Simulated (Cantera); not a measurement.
A freely propagating, adiabatic, planar premixed flame of 9.40 % CH₄, 0.320 % CO, 22.6 % O₂, 67.7 % N₂, equivalence ratio 0.84, unburnt at 600 K and 9.87 atm; mixture-averaged transport, grid criteria slope 0.08 and curve 0.16, no radiation.

Detailed kinetics in Cantera: GRI-Mech 3.0 (53 species, 325 reactions). Burning velocities carry a grid error of a few per cent, more on coarse grids.

Q: Predict: laminar burning velocity; thermal thickness; peak x(H₂); peak x(C₂H₆); peak x(HCN).

A: 
- laminar burning velocity = 72.8 cm/s
- thermal thickness = 0.0496 mm
- peak x(H₂) = 0.0100
- peak x(C₂H₆) = 0.000706
- peak x(HCN) = 2.12e-6
